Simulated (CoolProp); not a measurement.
Properties of n-hexane along the isotherm 541.7 K.

Values from CoolProp's reference Helmholtz-energy equation of state, Thol 2019.

```json
[
 {"p (MPa)": "1.69", "phase": "gas", "cv (kJ/(kg K))": "2.646", "speed of sound (m/s)": "195.4", "Joule-Thomson coefficient (K/MPa)": "7.943", "isothermal compressibility (1/MPa)": "0.7295", "conductivity (mW/(m K))": "41.6", "Prandtl number": "0.916"},
 {"p (MPa)": "3.38", "phase": "supercritical", "cv (kJ/(kg K))": "2.733", "speed of sound (m/s)": "145.1", "Joule-Thomson coefficient (K/MPa)": "11.44", "isothermal compressibility (1/MPa)": "0.5798", "conductivity (mW/(m K))": "50.0", "Prandtl number": "1.27"},
 {"p (MPa)": "5.07", "phase": "supercritical", "cv (kJ/(kg K))": "2.769", "speed of sound (m/s)": "148.8", "Joule-Thomson coefficient (K/MPa)": "6.321", "isothermal compressibility (1/MPa)": "0.2877", "conductivity (mW/(m K))": "72.5", "Prandtl number": "2.28"},
 {"p (MPa)": "6.76", "phase": "supercritical", "cv (kJ/(kg K))": "2.720", "speed of sound (m/s)": "236.3", "Joule-Thomson coefficient (K/MPa)": "2.160", "isothermal compressibility (1/MPa)": "0.07188", "conductivity (mW/(m K))": "77.0", "Prandtl number": "2.30"},
 {"p (MPa)": "8.46", "phase": "supercritical", "cv (kJ/(kg K))": "2.703", "speed of sound (m/s)": "298.6", "Joule-Thomson coefficient (K/MPa)": "1.188", "isothermal compressibility (1/MPa)": "0.03847", "conductivity (mW/(m K))": "79.8", "Prandtl number": "2.38"},
 {"p (MPa)": "10.1", "phase": "supercritical", "cv (kJ/(kg K))": "2.694", "speed of sound (m/s)": "346.0", "Joule-Thomson coefficient (K/MPa)": "0.7709", "isothermal compressibility (1/MPa)": "0.02633", "conductivity (mW/(m K))": "81.9", "Prandtl number": "2.46"},
 {"p (MPa)": "11.8", "phase": "supercritical", "cv (kJ/(kg K))": "2.689", "speed of sound (m/s)": "387.2", "Joule-Thomson coefficient (K/MPa)": "0.5229", "isothermal compressibility (1/MPa)": "0.01979", "conductivity (mW/(m K))": "83.8", "Prandtl number": "2.54"},
 {"p (MPa)": "13.5", "phase": "supercritical", "cv (kJ/(kg K))": "2.686", "speed of sound (m/s)": "423.3", "Joule-Thomson coefficient (K/MPa)": "0.3622", "isothermal compressibility (1/MPa)": "0.01584", "conductivity (mW/(m K))": "85.5", "Prandtl number": "2.61"},
 {"p (MPa)": "15.2", "phase": "supercritical", "cv (kJ/(kg K))": "2.684", "speed of sound (m/s)": "455.5", "Joule-Thomson coefficient (K/MPa)": "0.2490", "isothermal compressibility (1/MPa)": "0.01320", "conductivity (mW/(m K))": "87.0", "Prandtl number": "2.67"}
]
```

Viscosity comes from a separate model (Michailidou 2013). Thermal conductivity comes from a separate model (Assael 2013).
